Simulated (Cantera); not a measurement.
A freely propagating, adiabatic, planar premixed flame of H₂ : O₂ : N₂ = 1 : 0.227 : 0.855 (molar parts), unburnt at 698 K and 2.80 bar; mixture-averaged transport, grid criteria slope 0.08 and curve 0.16, no radiation.

Cantera simulation using the H2/O2 subset of GRI-Mech 3.0, which has no nitrogen chemistry; the numbers are that mechanism's predictions, not measurements. The hydrogen kinetics of GRI-Mech 3.0 are dated; newer H2 mechanisms differ, most at raised pressure. Burning velocities carry a grid error of a few per cent, more on coarse grids.

### Question
How do the results move with these cheaper or finer settings: unity-Lewis-number transport; multicomponent transport; multicomponent+Soret transport; grid criteria slope 0.5, curve 1; grid criteria slope 0.25, curve 0.5; grid criteria slope 0.03, curve 0.06?

### Answer
```
setting                               laminar burning velocity  thermal thickness  peak x(H₂O₂)  peak x(OH)  grid points
------------------------------------  ------------------------  -----------------  ------------  ----------  -----------
as above                                             1230 cm/s           0.131 mm       1.29e-5     0.00462          128
unity-Lewis-number transport                          759 cm/s           0.117 mm       9.00e-6     0.00469          121
multicomponent transport                             1200 cm/s           0.132 mm       1.28e-5     0.00462          128
multicomponent+Soret transport                       1160 cm/s           0.129 mm       1.35e-5     0.00461          128
grid criteria slope 0.5, curve 1                     1410 cm/s           0.181 mm       1.14e-5     0.00523           46
grid criteria slope 0.25, curve 0.5                  1290 cm/s           0.148 mm       1.15e-5     0.00486           61
grid criteria slope 0.03, curve 0.06                 1210 cm/s           0.126 mm       1.33e-5     0.00455          279
```
Unity Lewis numbers drop preferential diffusion, which matters most where H2 and H carry the flame; Soret adds thermal diffusion.
